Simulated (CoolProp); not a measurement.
Vapour-liquid equilibrium of dimethyl ether (1) + R236FA (2) at 0.00531 MPa; x and y are mole fractions of (1).

The numbers come from the multi-fluid Helmholtz-energy mixture model, Wu 2011 and Pan 2012; pair parameters Bell 2016 in CoolProp.

**Question.** Give the bubble temperature and the first vapour's composition at x = 0.05, 0.35, 0.5. Is there an azeotrope?

**Answer.** x = 0.05: -55.7 °C, y = 0.074; x = 0.35: -60.2 °C, y = 0.595; x = 0.5: -64.2 °C, y = 0.806. No azeotrope shows between x = 0.05 and 0.95.

Pair parameters are fitted to limited data, so mixtures are less certain than the pure fluids.
